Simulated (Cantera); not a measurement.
Charge: 1 mol SiCl₄, 17 mol N₂, 1.9 mol NH₃, at 13300 Pa.

Method: chemical equilibrium by Gibbs-energy minimisation in Cantera with the NASA 1993 tables (ideal gas, pure condensed phases). Candidate condensed phases: NH₄Cl, Si, Si₃N₄; 28 gas species. Equilibrium is a limit: real reactors are often held back by kinetics, nucleation or transport.

Over these rows the condensed part is Si₃N₄(s). Partial pressures as log10 of bar:

| T (K) | 1000/T (1/K) | log p SiCl₂ | log p N₂ | log p HCl | log p H₂ |
|---|---|---|---|---|---|
| 1150 | 0.8696 | -5.88 | -0.98 | -1.74 | -2.10 |
| 1225 | 0.8163 | -5.12 | -0.98 | -1.73 | -2.11 |
| 1300 | 0.7692 | ? | -0.98 | -1.72 | -2.11 |
| 1375 | 0.7273 | -3.87 | -0.98 | -1.72 | -2.12 |
| 1450 | 0.6897 | -3.38 | -0.98 | -1.73 | -2.11 |
| 1525 | 0.6557 | -2.97 | -0.98 | -1.74 | -2.09 |

Q: Fit log p(SiCl₂) = a + b·(1000/T) to the five rows, give the apparent enthalpy, and predict the row at 1300 K.

A: Means: 1000/T = 0.7517, log p = -4.244. Sxy = -0.434472, Sxx = 0.0317289, so b = -13.69 and a = -4.244 − (-13.69)×0.7517 = 6.05.
Apparent enthalpy: −19.145 × (-13.69) = 262 kJ/mol. With the condensed phases at unit activity, 1/3 Si₃N₄(s) + 2 HCl(g) = SiCl₂(g) + 2/3 N₂(g) + H₂(g) links this pressure to the main gases: over the six rows their terms move log p by -0.01 in all, so the slope is close to that reaction's ΔH°. The five rows lie within 0.04 of the line.
Prediction at 1300 K: 6.05 + (-13.69)×0.7692 = -4.48. The computed value is -4.45, 0.03 from the line.
